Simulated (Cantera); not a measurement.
An isothermal, constant-pressure homogeneous reactor starts with CH4 : O2 : N2 = 0.027 : 0.003 : 1 (molar parts), equivalence ratio 18, at 1100 K and 2.70 bar.

Computed with Cantera and GRI-Mech 3.0 (53 species, 325 reactions). GRI-Mech 3.0 stops at C3 and has no aromatics, soot or wall deposition, so with more carbon than oxygen in the feed, carbon stays in small species such as C2H2 where larger ones or solid carbon would form.

One state of this run: x CH4 = 0.0236; x O2 = 0.00111; x C2H = <1e-12; x CH2CO = 3.89e-5; x CO = 0.00130; x NO = 2.03e-12; x C2H2 = 6.33e-5. x: mole fraction; the columns are a selection and need not sum to one.

Problem. Which value of t (s) does it belong to?
A. 0.0164
B. 2.67
C. 0.489
D. 80.0

Solution. D, 80.0
